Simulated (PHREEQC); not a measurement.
0.26 g of hydrous ferric oxide (600 m²/g; 0.2 weak and 0.005 strong sites per Fe, Dzombak-Morel constants, diffuse double layer) in 1 kg of water with 0.01 mol/kgw of an inert sodium salt and 0.0052 mmol/kgw Ag2SO4, at 25 °C; the pH is set by adding NaOH or the inert anion's acid. O2 is buffered at 0.21 atm. CO2 from the air is kept out. No solid was allowed to form.

The series has 13 steps of pH, from 3 to 9.

All values are PHREEQC results (ion-association model, wateq4f.dat), not measurements.

Task: Near which pH is half of the S sorbed, and on which side is more sorbed?

Result: Near pH 6.6, with more sorbed at lower pH.

Task: Near which pH is half of the Ag sorbed, and on which side is more sorbed?

Result: Near pH 6.9, with more sorbed at higher pH.

Species that the database lacks are ignored. The oxide is taken as insoluble; below pH 4 it would dissolve.
